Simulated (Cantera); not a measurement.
An adiabatic, constant-pressure homogeneous reactor starts with CH4 : O2 : N2 = 1 : 1.67 : 6.27 (molar parts), equivalence ratio 1.2, at 1375 K and 9750 Torr. Integrator tolerance rtol = 1e-08.

Model: GRI-Mech 3.0 (53 species, 325 reactions), integrated in Cantera. The pressure lies above the range GRI-Mech 3.0 was tuned for (to about 10 atm).

**Question.** What does this change do: pressure from 9750 Torr to 9000 Torr?

**Answer.** 
| quantity | before | after |
|---|---|---|
| time of steepest temperature rise | 0.551 ms | 0.597 ms |
| temperature at 2.00 s | 2863 K | 2859 K |
| equilibrium temperature | 2863 K | 2859 K |
| x(CH4) at 2.00 s | <1e-12 (gas-phase equilibrium 1.06e-12) | <1e-12 (gas-phase equilibrium <1e-12) |
| x(O2) at 2.00 s | 0.00256 (gas-phase equilibrium 0.00256) | 0.00265 (gas-phase equilibrium 0.00265) |
| x(HCO) at 2.00 s | 3.00e-7 (gas-phase equilibrium 3.00e-7) | 2.87e-7 (gas-phase equilibrium 2.87e-7) |
| x(C2H) at 2.00 s | <1e-12 (gas-phase equilibrium <1e-12) | <1e-12 (gas-phase equilibrium <1e-12) |
| x(C2H2) at 2.00 s | <1e-12 (gas-phase equilibrium <1e-12) | <1e-12 (gas-phase equilibrium <1e-12) |

**Question.** What does this change do: initial temperature 1375 to 1098 K?

**Answer.** 
| quantity | before | after |
|---|---|---|
| time of steepest temperature rise | 0.551 ms | 14.5 ms |
| temperature at 2.00 s | 2863 K | 2702 K |
| equilibrium temperature | 2863 K | 2702 K |
| x(CH4) at 2.00 s | <1e-12 (gas-phase equilibrium 1.06e-12) | 1.06e-12 (gas-phase equilibrium 1.23e-12) |
| x(O2) at 2.00 s | 0.00256 (gas-phase equilibrium 0.00256) | 0.000925 (gas-phase equilibrium 0.000925) |
| x(HCO) at 2.00 s | 3.00e-7 (gas-phase equilibrium 3.00e-7) | 1.80e-7 (gas-phase equilibrium 1.80e-7) |
| x(C2H) at 2.00 s | <1e-12 (gas-phase equilibrium <1e-12) | <1e-12 (gas-phase equilibrium <1e-12) |
| x(C2H2) at 2.00 s | <1e-12 (gas-phase equilibrium <1e-12) | <1e-12 (gas-phase equilibrium <1e-12) |

**Question.** What does this change do: constant volume in place of constant pressure?

**Answer.** 
| quantity | before | after |
|---|---|---|
| time of steepest temperature rise | 0.551 ms | 0.512 ms |
| temperature at 2.00 s | 2863 K | 3116 K |
| equilibrium temperature | 2863 K | 3116 K |
| x(CH4) at 2.00 s | <1e-12 (gas-phase equilibrium 1.06e-12) | 4.08e-12 (gas-phase equilibrium 4.86e-12) |
| x(O2) at 2.00 s | 0.00256 (gas-phase equilibrium 0.00256) | 0.00435 (gas-phase equilibrium 0.00435) |
| x(HCO) at 2.00 s | 3.00e-7 (gas-phase equilibrium 3.00e-7) | 9.03e-7 (gas-phase equilibrium 9.03e-7) |
| x(C2H) at 2.00 s | <1e-12 (gas-phase equilibrium <1e-12) | <1e-12 (gas-phase equilibrium <1e-12) |
| x(C2H2) at 2.00 s | <1e-12 (gas-phase equilibrium <1e-12) | <1e-12 (gas-phase equilibrium <1e-12) |
Above 3000 K some thermodynamic fits are extrapolated.
